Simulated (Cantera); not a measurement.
Input (Python, Cantera):

```python
import numpy as np
import cantera as ct

gas = ct.Solution("SiF4_NH3_mec.yaml", "gas")
gas.TPX = 1723, 1200, {'NH3': 1, 'N2': 1.1}
inlet = ct.Reservoir(gas, clone=True)

reactor = ct.IdealGasConstPressureReactor(gas, energy="off", clone=False)
exhaust = ct.Reservoir(gas, clone=True)
tau = [2.7, 1.2, 0.58, 0.27, 0.12, 0.058, 0.027, 0.012, 0.0058, 0.0027][0]
for a, b in ((inlet, reactor), (reactor, exhaust)):
    ct.MassFlowController(a, b, mdot=lambda t: reactor.mass / tau)
net = ct.ReactorNet([reactor])
show = ['NH3', 'N2H2', 'H', 'N', 'N2H4', 'N2']

rows = []
print(f"{'tau/s':>10s}{'T/K':>9s}" + "".join(f"{s:>11s}" for s in show))
for tau in [2.7, 1.2, 0.58, 0.27, 0.12, 0.058, 0.027, 0.012, 0.0058, 0.0027]:
    net.initial_time = 0.0
    net.advance(30 * tau)
    before = gas.X
    net.advance(40 * tau)
    drift = np.max(np.abs(gas.X - before) / (gas.X + 1e-9))
    rows.append([gas.T, *gas[show].X, drift])
    print(f"{tau:10.3e}{gas.T:9.1f}" + "".join(f"{x:11.3e}" for x in gas[show].X))
```

It prints:

```
     tau/s      T/K        NH3       N2H2          H          N       N2H4         N2
 2.700e+00   1723.0  4.138e-01  2.310e-06  1.763e-05  1.250e-07  6.589e-09  5.227e-01
 1.200e+00   1723.0  4.459e-01  2.597e-06  8.886e-06  7.109e-08  8.024e-09  5.232e-01
 5.800e-01   1723.0  4.615e-01  2.609e-06  4.440e-06  3.405e-08  8.769e-09  5.235e-01
 2.700e-01   1723.0  4.700e-01  2.310e-06  1.894e-06  1.279e-08  8.367e-09  5.236e-01
 1.200e-01   1723.0  4.741e-01  1.566e-06  6.046e-07  3.471e-09  5.986e-09  5.237e-01
 5.800e-02   1723.0  4.756e-01  6.862e-07  1.605e-07  7.511e-10  2.734e-09  5.238e-01
 2.700e-02   1723.0  4.760e-01  1.668e-07  4.782e-08  1.501e-10  7.092e-10  5.238e-01
 1.200e-02   1723.0  4.761e-01  3.071e-08  2.908e-08  4.147e-11  1.425e-10  5.238e-01
 5.800e-03   1723.0  4.762e-01  6.616e-09  2.618e-08  1.063e-11  3.317e-11  5.238e-01
 2.700e-03   1723.0  4.762e-01  1.299e-09  2.550e-08  1.442e-12  7.095e-12  5.238e-01
```

Cantera simulation using the gas-phase N/H chemistry of the illustrative SiF4/NH3 mechanism in the Surface Chemkin manual (1991); the numbers are that mechanism's predictions, not measurements. Walls and surfaces, which speed up NH3 decomposition in real reactors, are not modelled.
